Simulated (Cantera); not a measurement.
A perfectly stirred reactor is fed with CH4 : C2H6 : C3H8 : O2 : N2 = 1 : 1.3 : 0.061 : 4.03 : 15.2 (molar parts), equivalence ratio 1.7, at 9.87 atm; it is adiabatic with a 775 K inlet, and is followed from long to short residence time, starting on the burning branch (τ in s: 0.096, 0.038, 0.015, 0.0061, 0.0024, 0.00097, 0.00038, 0.00015, 6.1e-05, 2.4e-05, 9.7e-06).

Computed with Cantera and GRI-Mech 3.0 (53 species, 325 reactions).

### Question
What does this change do: inlet temperature 775 to 550 K?

### Answer
| quantity | before | after |
|---|---|---|
| blow-out, bracketed by the residence times tried | burning at 61.0 µs, out at 24.0 µs | burning at 0.150 ms, out at 61.0 µs |
| x(CH4) at τ = 96.0 ms | 0.000312 | 0.00197 |
| x(C2H6) at τ = 96.0 ms | 1.44e-7 | 9.17e-7 |
| x(C3H8) at τ = 96.0 ms | 4.66e-9 | 1.30e-8 |
| x(O2) at τ = 96.0 ms | 1.89e-5 | 6.23e-5 |
| x(H) at τ = 96.0 ms | 0.000491 | 0.000170 |
| x(CH4) at τ = 0.970 ms | 0.00455 | 0.00900 |
| x(C2H6) at τ = 0.970 ms | 1.73e-5 | 7.18e-5 |
| x(C3H8) at τ = 0.970 ms | 3.95e-7 | 1.08e-6 |
| x(O2) at τ = 0.970 ms | 0.00130 | 0.00333 |
| x(H) at τ = 0.970 ms | 0.000649 | 0.000273 |

### Question
What does this change do: N2 15.2 to 24 parts?

### Answer
| quantity | before | after |
|---|---|---|
| blow-out, bracketed by the residence times tried | burning at 61.0 µs, out at 24.0 µs | burning at 0.380 ms, out at 0.150 ms |
| x(CH4) at τ = 96.0 ms | 0.000312 | 0.00406 |
| x(C2H6) at τ = 96.0 ms | 1.44e-7 | 3.75e-6 |
| x(C3H8) at τ = 96.0 ms | 4.66e-9 | 2.89e-8 |
| x(O2) at τ = 96.0 ms | 1.89e-5 | 0.000160 |
| x(H) at τ = 96.0 ms | 0.000491 | 5.70e-5 |
| x(CH4) at τ = 0.970 ms | 0.00455 | 0.00907 |
| x(C2H6) at τ = 0.970 ms | 1.73e-5 | 0.000204 |
| x(C3H8) at τ = 0.970 ms | 3.95e-7 | 2.95e-6 |
| x(O2) at τ = 0.970 ms | 0.00130 | 0.00592 |
| x(H) at τ = 0.970 ms | 0.000649 | 0.000120 |

### Question
What does this change do: pressure from 9.87 atm to 1.00 atm?

### Answer
| quantity | before | after |
|---|---|---|
| blow-out, bracketed by the residence times tried | burning at 61.0 µs, out at 24.0 µs | burning at 0.150 ms, out at 61.0 µs |
| x(CH4) at τ = 96.0 ms | 0.000312 | 0.000140 |
| x(C2H6) at τ = 96.0 ms | 1.44e-7 | 4.19e-7 |
| x(C3H8) at τ = 96.0 ms | 4.66e-9 | 1.55e-8 |
| x(O2) at τ = 96.0 ms | 1.89e-5 | 5.10e-5 |
| x(H) at τ = 96.0 ms | 0.000491 | 0.00212 |
| x(CH4) at τ = 0.970 ms | 0.00455 | 0.00161 |
| x(C2H6) at τ = 0.970 ms | 1.73e-5 | 3.49e-5 |
| x(C3H8) at τ = 0.970 ms | 3.95e-7 | 1.09e-6 |
| x(O2) at τ = 0.970 ms | 0.00130 | 0.00238 |
| x(H) at τ = 0.970 ms | 0.000649 | 0.00393 |
